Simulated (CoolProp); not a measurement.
Vapour-liquid equilibrium of propylene (1) + n-hexane (2) at 0.778 bar; x and y are mole fractions of (1).

Model: multi-fluid Helmholtz-energy mixture model, Lemmon 2013 and Thol 2019; pair parameters Bell 2016, in CoolProp.

Q: Give the bubble temperature and the first vapour's composition at x = 0.05, 0.25, 0.95. Is there an azeotrope?

A: x = 0.05: 290.0 K, y = 0.822; x = 0.25: 249.2 K, y = 0.984; x = 0.95: 221.0 K, y = 1.000. No azeotrope shows between x = 0.05 and 0.95.

Pair parameters are fitted to limited data, so mixtures are less certain than the pure fluids. The gap from Raoult's law changes sign with composition, which may be real or a fault of the pair parameters; it wasn't checked against measurements.
